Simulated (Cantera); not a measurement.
What does this Cantera script print?

```python
import numpy as np
import cantera as ct

gas = ct.Solution("gri30.yaml", transport_model="multicomponent")
show = ['CH4', 'CO2', 'C2H2']

rows = []
print(f"{'T/K':>7s}{'rho':>11s}{'cp':>10s}{'mu':>11s}{'lambda':>11s}{'Pr':>7s}" + "".join(f"{'D_' + s:>11s}" for s in show))
for T in [400, 650, 900, 1150, 1400, 1650]:
    gas.TPX = T, 70, {'CO': 0.12, 'C2H6': 0.43}
    Pr = gas.cp_mass * gas.viscosity / gas.thermal_conductivity
    D = [gas.mix_diff_coeffs_mole[gas.species_index(s)] for s in show]
    rows.append([gas.density, gas.cp_mass, gas.viscosity, gas.thermal_conductivity, Pr, *D])
    print(f"{T:7g}{gas.density:11.4e}{gas.cp_mass:10.1f}{gas.viscosity:11.4e}"
          f"{gas.thermal_conductivity:11.4e}{Pr:7.3f}" + "".join(f"{d:11.4e}" for d in D))
print("SI units: kg/m3, J/kg/K, Pa s, W/m/K, m2/s")
```

Output:

```
    T/K        rho        cp         mu     lambda     Pr      D_CH4      D_CO2     D_C2H2
    400 6.2344e-04    1935.9 1.3830e-05 3.4851e-02  0.768 4.1443e-02 2.8768e-02 3.0798e-02
    650 3.8366e-04    2724.4 2.0571e-05 7.2371e-02  0.774 9.8149e-02 6.9778e-02 7.4159e-02
    900 2.7709e-04    3285.3 2.6201e-05 1.1111e-01  0.775 1.7187e-01 1.2358e-01 1.3087e-01
   1150 2.1685e-04    3714.3 3.1150e-05 1.4946e-01  0.774 2.6045e-01 1.8841e-01 1.9913e-01
   1400 1.7813e-04    4015.7 3.5634e-05 1.8512e-01  0.773 3.6255e-01 2.6320e-01 2.7785e-01
   1650 1.5114e-04    4233.4 3.9783e-05 2.1820e-01  0.772 4.7721e-01 3.4719e-01 3.6626e-01
SI units: kg/m3, J/kg/K, Pa s, W/m/K, m2/s
```

Cantera simulation using GRI-Mech 3.0 (53 species, 325 reactions); the numbers are that mechanism's predictions, not measurements. The composition is frozen, though it would react at the higher temperatures.
